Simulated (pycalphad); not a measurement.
Source of the numbers: pycalphad with the COST 507 light-alloy database (1999); pressure 1 atm. The database dates from 1999; later assessments differ in places, in temperatures and in the compounds included. Amounts are mole fractions of atoms.

Q: Give the equilibrium state of Si-2.732Sn (wt.%) at 1350 K.

A: 
```
T = 1350.00 K, P = 101325 Pa, N = 1 mol of atoms
G = -48828 J/mol, H = 26524 J/mol, S = 55.82 J/(mol K)  (SER reference)
chemical potentials (J/mol): Si -48424, Sn -109645
phase             fraction      x(Si)      x(Sn)
DIAMOND_A4          0.9930     1.0000   3.43e-07
LIQUID              0.0070     0.0525     0.9475
```

Q: Give the equilibrium state of Si-2.732Sn (wt.%) at 500 K.

A: 
```
T = 500.00 K, P = 101325 Pa, N = 1 mol of atoms
G = -10724 J/mol, H = 4448 J/mol, S = 30.34 J/(mol K)  (SER reference)
chemical potentials (J/mol): Si -10615, Sn -27180
phase             fraction      x(Si)      x(Sn)
DIAMOND_A4          0.9934     1.0000   1.89e-07
BCT_A5              0.0066       none     1.0000
```

DIAMOND_A4 is diamond (Si); BCT_A5 is bct (Sn). An entry "none" or "no" means that the model of the phase leaves that element out.
